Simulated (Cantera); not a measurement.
# Gas-phase reforming

An isothermal, constant-pressure homogeneous reactor starts with 68.5 % CH₄, 31.5 % H₂O, at 1698 K and 7500 Torr.

Detailed kinetics in Cantera: GRI-Mech 3.0 (53 species, 325 reactions). GRI-Mech 3.0 stops at C3 and has no aromatics, soot or wall deposition, so with more carbon than oxygen in the feed, carbon stays in small species such as C2H2 where larger ones or solid carbon would form.

```csv
t (s),x CH₄,x H₂O,x C₂H,x C₂H₄,x CH₂
0.000700,0.498,0.285,1.36e-8,0.0223,5.09e-8
0.00163,0.378,0.260,2.63e-8,0.0192,4.26e-8
0.00382,0.259,0.236,3.68e-8,0.0226,3.78e-8
0.00891,0.178,0.215,4.42e-8,0.0276,3.53e-8
0.0208,0.154,0.195,4.41e-8,0.0285,3.23e-8
0.0485,0.153,0.166,3.81e-8,0.0264,2.70e-8
0.113,0.151,0.123,2.98e-8,0.0228,2.05e-8
0.265,0.145,0.0757,2.13e-8,0.0182,1.48e-8
0.618,0.136,0.0349,1.50e-8,0.0141,1.09e-8
1.44,0.127,0.00957,1.15e-8,0.0115,8.99e-9
3.37,0.124,0.000792,1.03e-8,0.0105,8.38e-9
7.86,0.123,2.37e-5,1.02e-8,0.0105,8.33e-9
18.3,0.123,2.10e-5,1.02e-8,0.0105,8.33e-9
42.8,0.123,2.10e-5,1.02e-8,0.0105,8.33e-9
100,0.123,2.10e-5,1.02e-8,0.0105,8.33e-9
```
x: mole fraction; the columns are a selection and need not sum to one.

Equilibrium at this temperature and pressure: CH₄ 0.123, H₂O 2.15e-5, C₂H 1.02e-8, C₂H₄ 0.0105, CH₂ 8.33e-9 (gas phase only).
